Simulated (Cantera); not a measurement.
Source: NASA polynomial tables (part measured, part estimated), evaluated in Cantera. Values are per mole of reaction as written; species without (g) are pure solids or liquids, kept so even where they would boil at 1 bar.

Ta2O5 + 5 N2O(g) ⇌ 10 NO(g) + 2 Ta

| T (K) | ΔH° (kJ) | ΔS° (J/K) | ΔG° (kJ) | log10 K |
|---|---|---|---|---|
| 398 | 2551.2 | 948.8 | 2173.5 | -285.26 |
| 448 | (withheld) | (withheld) | (withheld) | (withheld) |
| 498 | 2549.2 | 944.6 | 2078.8 | -218.04 |
| 548 | 2547.7 | 941.5 | 2031.7 | -193.65 |
| 598 | (withheld) | (withheld) | (withheld) | (withheld) |
| 648 | (withheld) | (withheld) | (withheld) | (withheld) |

### Question
What belongs in the gaps?

### Answer

- 448, ΔH° (kJ): 2550.5
- 448, ΔS° (J/K): 947.1
- 448, ΔG° (kJ): 2126.1
- 448, log10 K: -247.89
- 598, ΔH° (kJ): 2545.7
- 598, ΔS° (J/K): 938.2
- 598, ΔG° (kJ): 1984.7
- 598, log10 K: -173.36
- 648, ΔH° (kJ): 2543.6
- 648, ΔS° (J/K): 934.7
- 648, ΔG° (kJ): 1937.9
- 648, log10 K: -156.21
